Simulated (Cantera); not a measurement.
An isothermal, constant-pressure homogeneous reactor starts with 33.3 % C₂H₆, 66.7 % N₂, at 1523 K and 2.55 Torr.

Model: GRI-Mech 3.0 (53 species, 325 reactions), integrated in Cantera. GRI-Mech 3.0 stops at C3 and has no aromatics, soot or wall deposition, so with more carbon than oxygen in the feed, carbon stays in small species such as C2H2 where larger ones or solid carbon would form. Radical loss at walls, strong at low pressure, is not modelled.

x: mole fraction; the columns are a selection and need not sum to one.

```json
[
 {"t (s)": "9.00e-5", "x C₂H₆": "0.332", "x C₂H₂": "1.76e-10", "x H": "3.47e-6", "x CH₄": "6.14e-5", "x HCN": "<1e-12"},
 {"t (s)": "0.000274", "x C₂H₆": "0.328", "x C₂H₂": "(withheld)", "x H": "(withheld)", "x CH₄": "(withheld)", "x HCN": "2.49e-11"},
 {"t (s)": "0.000832", "x C₂H₆": "0.307", "x C₂H₂": "1.65e-5", "x H": "0.000211", "x CH₄": "0.00427", "x HCN": "7.32e-9"},
 {"t (s)": "0.00253", "x C₂H₆": "0.208", "x C₂H₂": "0.00198", "x H": "0.000533", "x CH₄": "0.0295", "x HCN": "6.97e-8"},
 {"t (s)": "0.00769", "x C₂H₆": "0.0395", "x C₂H₂": "0.0323", "x H": "0.000952", "x CH₄": "0.104", "x HCN": "2.09e-7"},
 {"t (s)": "0.0234", "x C₂H₆": "0.00128", "x C₂H₂": "0.0934", "x H": "0.000472", "x CH₄": "0.121", "x HCN": "3.00e-7"},
 {"t (s)": "0.0711", "x C₂H₆": "0.000101", "x C₂H₂": "0.127", "x H": "0.000165", "x CH₄": "0.114", "x HCN": "3.03e-7"},
 {"t (s)": "0.216", "x C₂H₆": "2.27e-5", "x C₂H₂": "0.149", "x H": "8.12e-5", "x CH₄": "0.109", "x HCN": "2.98e-7"},
 {"t (s)": "0.658", "x C₂H₆": "(withheld)", "x C₂H₂": "0.164", "x H": "(withheld)", "x CH₄": "0.104", "x HCN": "2.94e-7"},
 {"t (s)": "2.00", "x C₂H₆": "1.46e-5", "x C₂H₂": "0.171", "x H": "8.58e-5", "x CH₄": "0.0948", "x HCN": "2.97e-7"}
]
```

Question: Complete the blanks.

Answer: 
- 0.000274, x C₂H₂: 3.55e-8
- 0.000274, x H: 3.53e-5
- 0.000274, x CH₄: 0.000539
- 0.658, x C₂H₆: 1.25e-5
- 0.658, x H: 6.54e-5
